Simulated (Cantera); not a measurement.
Carbon deposition, reforming and gasification: acetone + NH3

Input: 1 mol acetone, 2.5 mol NH3, held at 170000 Pa.

Equilibrium computed with Cantera from the NASA thermochemical tables; the gas is ideal and each condensed phase is pure. Candidate condensed phases: C, C6H6, C7H8, C8H18, H2O; 136 gas species. The feed counts by its element totals alone. Rates play no part.

From 450 °C to 1150 °C the condensed part is C(graphite). The main C-bearing gas is CH4 at 450 °C and CO at 1150 °C. The share of C in condensed phases is highest at 1150 °C (65.7 %) and lowest at 450 °C (19.7 %).

| T (°C) | x H2 | x CH4 | x N2 | x H2O | x CO | x CO2 | x NH3 | n C(graphite) |
|---|---|---|---|---|---|---|---|---|
| 450 | 0.212 | 0.407 | 0.218 | 0.150 | 0.00204 | 0.0111 | 0.000542 | 0.590 |
| 550 | 0.405 | 0.260 | 0.193 | 0.116 | 0.0127 | 0.0131 | 0.000459 | 1.15 |
| 650 | 0.577 | 0.131 | 0.168 | 0.0680 | 0.0449 | 0.0108 | 0.000308 | 1.61 |
| 750 | 0.674 | 0.0579 | 0.151 | 0.0268 | 0.0854 | 0.00443 | 0.000183 | 1.78 |
| 850 | 0.717 | 0.0256 | 0.144 | 0.00839 | 0.104 | 0.00112 | 0.000110 | 1.86 |
| 950 | 0.734 | 0.0122 | 0.141 | 0.00275 | 0.110 | 0.000280 | 6.91e-5 | 1.92 |
| 1050 | 0.742 | 0.00636 | 0.140 | 0.00102 | 0.111 | 8.24e-5 | 4.60e-5 | 1.95 |
| 1150 | 0.745 | 0.00360 | 0.139 | 0.000434 | 0.111 | 2.86e-5 | 3.23e-5 | 1.97 |
x: gas mole fraction; n: condensed amount in mol.
